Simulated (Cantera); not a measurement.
Input (Python, Cantera):

```python
import numpy as np
import cantera as ct

gas = ct.Solution("gri30.yaml", transport_model="multicomponent")
show = ['O', 'CH4', 'H2O']

rows = []
print(f"{'T/K':>7s}{'rho':>11s}{'cp':>10s}{'mu':>11s}{'lambda':>11s}{'Pr':>7s}" + "".join(f"{'D_' + s:>11s}" for s in show))
for T in [400, 600, 800, 1000, 1200, 1400, 1600, 1800, 2000]:
    gas.TPX = T, 2666, {'O2': 0.92, 'N2O': 0.57}
    Pr = gas.cp_mass * gas.viscosity / gas.thermal_conductivity
    D = [gas.mix_diff_coeffs_mole[gas.species_index(s)] for s in show]
    rows.append([gas.density, gas.cp_mass, gas.viscosity, gas.thermal_conductivity, Pr, *D])
    print(f"{T:7g}{gas.density:11.4e}{gas.cp_mass:10.1f}{gas.viscosity:11.4e}"
          f"{gas.thermal_conductivity:11.4e}{Pr:7.3f}" + "".join(f"{d:11.4e}" for d in D))
print("SI units: kg/m3, J/kg/K, Pa s, W/m/K, m2/s")
```

It prints:

```
    T/K        rho        cp         mu     lambda     Pr        D_O      D_CH4      D_H2O
    400 2.9335e-02     954.7 2.2762e-05 3.0052e-02  0.723 1.8564e-03 1.2863e-03 1.3309e-03
    600 1.9556e-02    1048.0 3.1011e-05 4.4752e-02  0.726 3.7289e-03 2.6208e-03 2.8728e-03
    800 1.4667e-02    1117.7 3.8077e-05 5.8529e-02  0.727 6.0646e-03 4.2909e-03 4.8577e-03
   1000 1.1734e-02    1165.9 4.4399e-05 7.1166e-02  0.727 8.8159e-03 6.2602e-03 7.2263e-03
   1200 9.7782e-03    1197.0 5.0201e-05 8.2661e-02  0.727 1.1951e-02 8.5044e-03 9.9396e-03
   1400 8.3813e-03    1222.8 5.5615e-05 9.3597e-02  0.727 1.5445e-02 1.1006e-02 1.2970e-02
   1600 7.3336e-03    1244.3 6.0727e-05 1.0405e-01  0.726 1.9281e-02 1.3750e-02 1.6299e-02
   1800 6.5188e-03    1262.4 6.5595e-05 1.1410e-01  0.726 2.3442e-02 1.6727e-02 1.9909e-02
   2000 5.8669e-03    1278.0 7.0260e-05 1.2381e-01  0.725 2.7916e-02 1.9928e-02 2.3790e-02
SI units: kg/m3, J/kg/K, Pa s, W/m/K, m2/s
```

Cantera simulation using GRI-Mech 3.0 (53 species, 325 reactions); the numbers are that mechanism's predictions, not measurements. The composition is frozen, though it would react at the higher temperatures.
